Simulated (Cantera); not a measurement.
Feed: 1 mol Si3N4, 0.016 mol N2O, 16 mol N2, at 0.135 Torr.

Method: chemical equilibrium by Gibbs-energy minimisation in Cantera with the NASA 1993 tables (ideal gas, pure condensed phases). Candidate condensed phases: Si, SiO2, Si2N2O, Si3N4; 16 gas species. The tables' values for SiN are old estimates; treat these amounts as uncertain. The numbers say what is thermodynamically allowed, not how fast it happens.

x: gas mole fraction; n: condensed amount in mol.

```csv
T (°C),x N2,x Si,x Si2,x SiO,n Si(s),n Si(l)
1327,0.999,0.000542,1.35e-6,0.000887,2.97,0
1377,0.998,0.00149,5.02e-6,0.000886,2.96,0
1427,0.995,0.00377,1.65e-5,0.000884,0,2.91
1477,0.991,0.00834,4.31e-5,0.000880,0,2.83
1527,0.981,0.0176,0.000107,0.000871,0,2.65
1577,0.963,0.0358,0.000251,0.000855,0,___
1627,0.928,0.0701,0.000563,0.000824,0,___
1677,0.864,0.132,0.00121,0.000768,0,___
1727,0.858,0.139,0.000830,0.000763,0,0
1777,0.858,0.140,0.000534,0.000762,0,0
1827,0.858,0.141,0.000349,0.000762,0,0
1877,0.857,0.141,0.000231,0.000762,0,0
```

**Question.** Fill in the missing entries.

**Answer.** 
- 1577, n Si(l): 2.29
- 1627, n Si(l): 1.57
- 1677, n Si(l): 0.123
